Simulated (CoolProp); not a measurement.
Vapour-liquid equilibrium of o-xylene (1) + n-undecane (2) at 540.8 K; x and y are mole fractions of (1).

Values from CoolProp's multi-fluid Helmholtz-energy mixture model, Zhou 2012 and Aleksandrov 2011; pair parameters Bell 2016.

Problem. Give the bubble pressure and the first vapour's composition at x = 0.05, 0.35, 0.5. Is there an azeotrope?

Solution. x = 0.05: 4.776 bar, y = 0.094; x = 0.35: 6.666 bar, y = 0.522; x = 0.5: 7.712 bar, y = 0.671. No azeotrope shows between x = 0.05 and 0.95.

Pair parameters are fitted to limited data, so mixtures are less certain than the pure fluids.
